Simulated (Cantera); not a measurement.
**Thermodynamics of hydrogen reduction and annealing atmospheres, feed Cr2O3 + H2**

Charge: 1 mol Cr2O3, 2.3 mol H2, held at 1400 K and 1.20 mbar.

Method: chemical equilibrium by Gibbs-energy minimisation in Cantera with the NASA 1993 tables (ideal gas, pure condensed phases). Candidate condensed phases: Cr, Cr2O3, H2O; 13 gas species. Mutual solubility and eutectic melting of coexisting phases are not modelled. Equilibrium is a limit: real reactors are often held back by kinetics, nucleation or transport.

```yaml
x(H2): 0.999
x(H2O): 0.000610
x(H): 0.000140
x(Cr): 5.14e-5
n(Cr(s)): 0.000817 mol
n(Cr2O3(s)): 1.000 mol
gas_amount: 2.300 mol
```
